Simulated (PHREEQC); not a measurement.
Consider water at 25 °C with 0.0077 mol HF and 0.015 mol H3PO4 per kg of water. Closed to the air; pH follows from the charge balance.

Computed with PHREEQC (ion-association model, wateq4f.dat).

Precipitation was switched off in this run.

Problem. Estimate the pH.

Solution. pH 2.12.

Problem. In which forms is P present?

Solution. H3PO4 50 %, H2PO4- 50 % of the P.

Complexes and solids missing from the database can't appear. H3PO4, which wateq4f.dat lacks, is added to it with the constant of phreeqc.dat.
